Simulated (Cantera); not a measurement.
## MgO + SO₂ + O₂ + H₂S (roasting and sulfation)

A closed system holds: 1 mol MgO, 0.084 mol SO₂, 0.048 mol O₂, 0.27 mol H₂S, held at 2.80 bar.

Method: chemical equilibrium by Gibbs-energy minimisation in Cantera with the NASA 1993 tables (ideal gas, pure condensed phases). Candidate condensed phases: H₂O, H₂SO₄, Mg, MgO, Mg(OH)₂, MgS, MgSO₄, S; 26 gas species. Gases not in the tables: S₃ to S₇. Equilibrium is a limit: real reactors are often held back by kinetics, nucleation or transport.

```csv
T (K),x H₂O,x S₂,x H₂S,x H₂,x SO₂,x S₂O,x SH,x SO,n MgO(s)
1273,0.443,0.278,0.173,0.0148,0.0833,0.00754,0.000359,0.000245,1.00
1323,0.445,0.281,0.165,0.0193,0.0813,0.00742,0.000539,0.000375,1.00
1373,0.445,0.285,0.157,0.0246,0.0799,0.00733,0.000782,0.000558,1.00
1423,0.445,0.288,0.148,0.0307,0.0789,0.00725,0.00110,0.000807,1.00
1473,0.444,0.290,0.141,0.0376,0.0784,0.00719,0.00152,0.00114,1.00
1523,0.441,0.292,0.133,0.0451,0.0782,0.00715,0.00203,0.00158,1.00
1573,0.438,0.293,0.125,0.0533,0.0785,0.00711,0.00267,0.00215,1.00
1623,0.433,0.294,0.118,0.0620,0.0791,0.00709,0.00344,0.00287,1.00
1673,0.428,0.295,0.111,0.0712,0.0799,0.00707,0.00434,0.00378,1.00
1723,0.422,0.295,0.104,0.0808,0.0810,0.00706,0.00540,0.00490,1.000
1773,0.415,0.294,0.0975,0.0905,0.0823,0.00705,0.00660,0.00627,1.000
```
x: gas mole fraction; n: condensed amount in mol.

From 1273 K to 1773 K the condensed part is MgO(s).
